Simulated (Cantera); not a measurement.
Input: 1 mol BCl3, 4 mol O2, 14 mol N2, at 0.0170 bar.

Cantera equilibrium calculation (NASA polynomials, part measured and part estimated; ideal gas, pure solids and liquids). Candidate condensed phases: B, BN, B2O3; 25 gas species. The tables' values for BOCl are old estimates; treat these amounts as uncertain. Equilibrium is a limit: real reactors are often held back by kinetics, nucleation or transport.

Q: At 1375 °C, list the 4 most abundant gas species with their mole fractions, and the condensed phases.

A: N2 0.684, O2 0.158, Cl 0.120, B2O3 0.0198. Condensed: B2O3(l).
